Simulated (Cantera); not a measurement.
What does this Cantera script print?

```python
import numpy as np
import cantera as ct

gas = ct.Solution("h2o2.yaml")
gas.TPX = 400, 35000, {'H2': 1, 'O2': 0.312, 'N2': 1.17, 'H2O': 0.72}
flame = ct.FreeFlame(gas, width=0.083)
flame.set_refine_criteria(ratio=3, slope=0.08, curve=0.16)
flame.transport_model = "unity-Lewis-number"
flame.solve(loglevel=0, auto=True)
z, T = flame.grid, flame.T
thick = (T[-1] - T[0]) / np.gradient(T, z).max()
show = ['H2', 'O2', 'H2O', 'OH', 'H2O2', 'H']
print(f"laminar burning velocity  {flame.velocity[0] * 100:.3f} cm/s")
print(f"burnt temperature         {T[-1]:.1f} K")
print(f"thermal thickness         {thick * 1e3:.4f} mm")
print(f"grid points               {len(z)}")
z0 = z[flame.heat_release_rate.argmax()]
print(f"{'z/mm':>9s}{'T/K':>9s}{'u/(m/s)':>9s}" + "".join(f"{s:>11s}" for s in show))
rows = []
for k in (-3, -2, -1.5, -1, -0.5, -0.25, 0, 0.25, 0.5, 1, 2, 4, 8):
    zz = z0 + k * thick
    rows.append([k * thick, np.interp(zz, z, T), np.interp(zz, z, flame.velocity),
                 *(np.interp(zz, z, flame.X[gas.species_index(s)]) for s in show)])
    print(f"{rows[-1][0] * 1e3:9.3f}{rows[-1][1]:9.1f}{rows[-1][2]:9.3f}" + "".join(f"{x:11.3e}" for x in rows[-1][3:]))
```

It prints:

```
laminar burning velocity  156.079 cm/s
burnt temperature         1799.2 K
thermal thickness         1.1429 mm
grid points               112
     z/mm      T/K  u/(m/s)         H2         O2        H2O         OH       H2O2          H
   -3.429    400.0    1.561  3.123e-01  9.744e-02  2.249e-01  1.461e-13  1.072e-09  5.641e-14
   -2.286    400.1    1.561  3.123e-01  9.743e-02  2.249e-01  7.505e-12  2.945e-08  2.746e-12
   -1.714    400.6    1.563  3.122e-01  9.741e-02  2.249e-01  6.104e-11  1.521e-07  2.020e-11
   -1.143    405.0    1.580  3.118e-01  9.715e-02  2.256e-01  2.574e-09  1.304e-06  6.971e-10
   -0.571    497.6    1.929  3.017e-01  9.166e-02  2.387e-01  1.160e-05  1.458e-05  1.515e-05
   -0.286    760.3    2.898  2.687e-01  7.463e-02  2.797e-01  2.647e-04  1.102e-05  2.445e-03
    0.000   1089.3    4.063  2.005e-01  4.340e-02  3.502e-01  9.020e-04  1.466e-06  2.155e-02
    0.286   1299.4    4.777  1.389e-01  1.658e-02  4.077e-01  2.616e-03  1.109e-06  4.431e-02
    0.571   1407.7    5.133  1.183e-01  6.396e-03  4.306e-01  3.904e-03  1.156e-06  4.793e-02
    1.143   1515.0    5.475  1.160e-01  2.531e-03  4.423e-01  4.463e-03  8.135e-07  3.885e-02
    2.286   1610.1    5.772  1.198e-01  1.317e-03  4.495e-01  4.050e-03  4.253e-07  2.679e-02
    4.572   1684.9    6.000  1.232e-01  6.012e-04  4.552e-01  3.139e-03  1.994e-07  1.713e-02
    9.143   1737.1    6.158  1.258e-01  2.304e-04  4.593e-01  2.127e-03  8.697e-08  1.027e-02
```

Cantera simulation using the H2/O2 subset of GRI-Mech 3.0, which has no nitrogen chemistry; the numbers are that mechanism's predictions, not measurements. Unity Lewis numbers drop preferential diffusion, which matters most where H2 and H carry the flame. Burning velocities carry a grid error of a few per cent, more on coarse grids.
